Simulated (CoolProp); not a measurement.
Properties of R245ca along the isotherm 93.95 °C.

Model: reference Helmholtz-energy equation of state, Zhou 2016, in CoolProp.

| p (MPa) | phase | cp (kJ/(kg K)) | speed of sound (m/s) |
|---|---|---|---|
| 0.422 | gas | 1.082 | 144.6 |
| 0.844 | liquid | 1.534 | 456.9 |
| 1.27 | liquid | 1.529 | 462.0 |
| 1.69 | liquid | 1.524 | 467.0 |
| 2.11 | liquid | 1.519 | 471.8 |
| 2.53 | liquid | 1.515 | 476.5 |
| 2.96 | liquid | 1.511 | 481.2 |
| 3.38 | liquid | 1.507 | 485.8 |
| 3.8 | liquid | 1.503 | 490.2 |
| 4.22 | liquid | 1.500 | 494.6 |
| 4.64 | liquid | 1.496 | 498.8 |
| 5.07 | liquid | 1.493 | 503.1 |
| 5.49 | liquid | 1.490 | 507.2 |
| 5.91 | liquid | 1.487 | 511.3 |
